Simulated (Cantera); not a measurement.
A closed system holds: 1 mol CH₃Cl, 0.093 mol H₂, equilibrated at 3523 K and 0.180 bar.

Method: chemical equilibrium by Gibbs-energy minimisation in Cantera with the NASA 1993 tables (ideal gas, pure condensed phases). The tables' values for CCl are old estimates; treat these amounts as uncertain. The numbers say what is thermodynamically allowed, not how fast it happens.

| species | before | after |
|---|---|---|
| H₂ | 0.119 | 0.356 |
| HCl | 0.0700 | 0.278 |
| H | 0.505 | 0.221 |
| C | 0.0128 | 0.000277 |
| C₃ | 0.0557 | 0.00170 |
| C₂H | 0.0160 | 0.00234 |
| C₂H₂ (acetylene) | 0.0116 | 0.0221 |
| Cl | 0.197 | 0.117 |
| C₄ | 0.000449 | 5.71e-6 |
| C₅ | 0.00171 | 3.09e-5 |
| C₂ | 0.00950 | 0.000173 |
| CH | 0.000403 | 3.16e-5 |
| CCl | 7.69e-5 | 8.09e-6 |
| CH₃ | 4.83e-6 | 1.76e-5 |
| C(graphite), mol | 0 | 0.853 |
Gas species are given as mole fractions.

### Question
What was changed between the two runs?
(A) CH₃Cl replaced by CCl₄
(B) temperature from 3523 K to 2998.15 K
(C) pressure from 0.180 bar to 1.00 bar
(D) H₂ from 0.093 to 6.6 mol

### Answer
B, temperature from 3523 K to 2998.15 K
